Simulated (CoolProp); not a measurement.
20 sccm (0 °C, 1 atm) of nitrogen bubbles through liquid n-nonane at 359.4 K and leaves saturated at a total pressure of 0.15 MPa (ideal gas phase). Each further row changes one setting.

The numbers come from the reference Helmholtz-energy equation of state, Lemmon 2006 in CoolProp. It is a short technical equation, of lower accuracy than the large ones.

```
case                      vapour pressure (kPa)  mole fraction of vapour  delivery (mg/min)  delivery (sccm)  change of delivery for a bath 1 K warmer (%)
------------------------  ---------------------  -----------------------  -----------------  ---------------  --------------------------------------------
as stated                                  12.5                   0.0834               10.4             1.82                                           4.4
bath temperature 364.4 K                      ?                    0.101                  ?             2.26                                           4.4
total pressure 0.3 MPa                     12.5                        ?                  ?                ?                                             ?
```

Question: Fill in the missing entries.

Answer: 
- bath temperature 364.4 K, vapour pressure (kPa): 15.2
- bath temperature 364.4 K, delivery (mg/min): 12.9
- total pressure 0.3 MPa, mole fraction of vapour: 0.0417
- total pressure 0.3 MPa, delivery (mg/min): 4.98
- total pressure 0.3 MPa, delivery (sccm): 0.870
- total pressure 0.3 MPa, change of delivery for a bath 1 K warmer (%): 4.2
